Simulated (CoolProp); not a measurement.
Properties of sulfur dioxide along the isotherm 525 K (Tc = 430.6 K, pc = 78.87 bar, ω = 0.256).

The numbers come from the reference Helmholtz-energy equation of state, Gao 2016 in CoolProp.

| p (bar) | phase | Z | cp (kJ/(kg K)) | speed of sound (m/s) | Joule-Thomson coefficient (K/MPa) | isothermal compressibility (1/MPa) |
|---|---|---|---|---|---|---|
| 9.86 | gas | 0.9786 | 0.7601 | 284.2 | 7.519 | 1.037 |
| 19.7 | gas | 0.9568 | 0.7854 | 280.8 | 7.490 | 0.5309 |
| 29.6 | gas | 0.9345 | 0.8137 | 277.5 | 7.449 | 0.3621 |
| 39.4 | gas | 0.9122 | 0.8449 | 274.3 | 7.396 | 0.2790 |
| 49.3 | gas | 0.8892 | 0.8801 | 271.1 | 7.325 | 0.2291 |
| 59.1 | gas | 0.8662 | 0.9191 | 268.0 | 7.238 | 0.1965 |
| 69 | gas | 0.8427 | 0.9633 | 265.1 | 7.129 | 0.1732 |
| 78.9 | supercritical | 0.8190 | 1.013 | 262.4 | 6.998 | 0.1560 |
| 88.7 | supercritical | 0.7955 | 1.068 | 260.1 | 6.843 | 0.1429 |
| 98.6 | supercritical | 0.7718 | 1.130 | 258.0 | 6.661 | 0.1324 |
| 108 | supercritical | 0.7494 | 1.196 | 256.4 | 6.463 | 0.1242 |
| 118 | supercritical | 0.7259 | 1.272 | 255.1 | 6.226 | 0.1168 |
